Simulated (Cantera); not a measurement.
What does this Cantera script print?

```python
import numpy as np
import cantera as ct

gas_names = """
    CL CLO CL2 H HCL HOCL HO2 H2 H2O H2O2 O OH O2 O3
""".split()
cond_names = """
    H2O(s) H2O(L)
""".split()


# ... load() reads the species with a 1 bar reference pressure and builds the phases ...
atoms = {
    'HCl': {'H': 1, 'CL': 1},
    'O2': {'O': 2},
}
top_T = {}  # K; cautious upper limits of use, not melting points


# ... equilibrate(T, P, feed) seeds the gas with the atoms and calls Mixture.equilibrate('TP', solver="vcs", rtol=1e-11, max_steps=5000) ...
results = []
feed = {'HCl': 1, 'O2': 0.85}  # mol
P = 13332.2  # Pa
for T in [623, 773, 923, 1073, 1223, 1373, 1523, 1673, 1823]:
    mix = equilibrate(T, P, feed)
    results.append((T, P, feed, dict(zip(mix.species_names, mix.species_moles))))

top = {s: max(r[3][s] / sum(r[3][g] for g in gas_names) for r in results) for s in gas_names}
cols = sorted((s for s in top if top[s] > 1e-06), key=lambda s: -top[s])[:6]
seen = [c for c in cond_names if any(r[3].get(c, 0) > 1e-12 for r in results)]
print("log10 of partial pressures in bar; condensed amounts in mol")
print(f"{'T/K':>10s}" + "".join(f"{s[:9]:>10s}" for s in cols + seen))
for T, P, feed, n in results:
    ng = sum(n[g] for g in gas_names)
    print(f"{T:10.4g}" + "".join(f"{np.log10(max(n[s] / ng * P / 1e5, 1e-99)):10.3f}" for s in cols)
          + "".join(f"{n.get(c, 0):10.4g}" for c in seen))
```

It prints:

```
log10 of partial pressures in bar; condensed amounts in mol
       T/K       HCL        O2       H2O       CL2        CL        OH
       623    -1.847    -1.282    -1.476    -1.476    -8.052   -12.452
       773    -1.518    -1.262    -1.617    -1.618    -6.120    -9.884
       923    -1.363    -1.246    -1.781    -1.781    -4.842    -8.180
      1073    -1.285    -1.236    -1.933    -1.936    -3.936    -6.968
      1223    -1.245    -1.231    -2.063    -2.077    -3.262    -6.060
      1373    -1.225    -1.229    -2.159    -2.219    -2.748    -5.348
      1523    -1.221    -1.232    -2.205    -2.391    -2.363    -4.762
      1673    -1.232    -1.240    -2.188    -2.618    -2.088    -4.255
      1823    -1.256    -1.250    -2.123    -2.891    -1.900    -3.806
```

These are equilibrium values from Cantera (NASA tables, ideal gas, pure condensed phases), not measurements of a reactor.
